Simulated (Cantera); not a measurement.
A closed system holds: 1 mol LiOH, 0.036 mol H2, 12 mol O2, at 820 Pa.

Equilibrium computed with Cantera from the NASA thermochemical tables; the gas is ideal and each condensed phase is pure. Candidate condensed phases: H2O, Li, LiH, LiOH, Li2O; 17 gas species. Rates play no part.

Question: At 1225 K, list the 4 most abundant gas species with their mole fractions, and the condensed phases.

Answer: O2 0.956, H2O 0.0414, LiOH 0.00276, OH 1.30e-5. Condensed: Li2O(s).
